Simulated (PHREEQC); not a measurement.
Consider water at 25 °C with 4.8 mmol/kgw Al2(SO4)3, 4.1 mmol/kgw CuCl2 and 1.2 mmol/kgw H2SO4. Closed to the air; pH follows from the charge balance.

Computed with PHREEQC (ion-association model, wateq4f.dat).

Precipitation was switched off in this run.

Task: Predict the pH, ionic strength.

Result: pH 2.80; ionic strength 0.0370 mol/kgw.

Task: In which forms is S present?

Result: AlSO4+ 43 %, SO4-2 38 %, Al(SO4)2- 8.3 %, CuSO4 6.3 %, HSO4- 3.6 % of the S.
